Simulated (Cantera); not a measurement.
Cantera run:

```python
import numpy as np
import cantera as ct

gas_names = """
    CL CL2 H HCL H2 Si SiCL SiCL2 SiCL3 SiCL4 SiH SiHCL3 SiH2 SiH2CL2 SiH3 SiH3CL SiH4 Si2 Si3
""".split()
cond_names = """
    Si(cr) Si(L)
""".split()


# ... load() reads the species with a 1 bar reference pressure and builds the phases ...
atoms = {
    'SiH4': {'Si': 1, 'H': 4},
    'H2': {'H': 2},
    'HCl': {'H': 1, 'CL': 1},
}
top_T = {}  # K; cautious upper limits of use, not melting points


# ... equilibrate(T, P, feed) seeds the gas with the atoms and calls Mixture.equilibrate('TP', solver="vcs", rtol=1e-11, max_steps=5000) ...
results = []
feed = {'SiH4': 1, 'H2': 24, 'HCl': 0.054}  # mol
T = 1275  # K
P = 7800  # Pa
mix = equilibrate(T, P, feed)
results.append((T, P, feed, dict(zip(mix.species_names, mix.species_moles))))
x = sorted(zip(gas.X, gas.species_names), reverse=True)
print(f"T = {T:g} K  P = {P:g} Pa  gas = {mix.phase_moles(0):.4g} mol")
print("   x: " + "  ".join(f"{s} {v:.3e}" for v, s in x if v > 1e-05))
print("   condensed (mol): " + ("  ".join(f"{mix.phase(i).name} {mix.phase_moles(i):.4g}"
      for i in range(1, mix.n_phases) if mix.phase_moles(i) > 1e-12) or "none"))
```

Output:

```
T = 1275 K  P = 7800 Pa  gas = 26.05 mol
   x: H2 9.979e-01  HCL 2.050e-03  SiCL2 1.091e-05
   condensed (mol): Si(cr) 0.9997
```

Cantera equilibrium calculation (NASA polynomials, part measured and part estimated; ideal gas, pure solids and liquids).
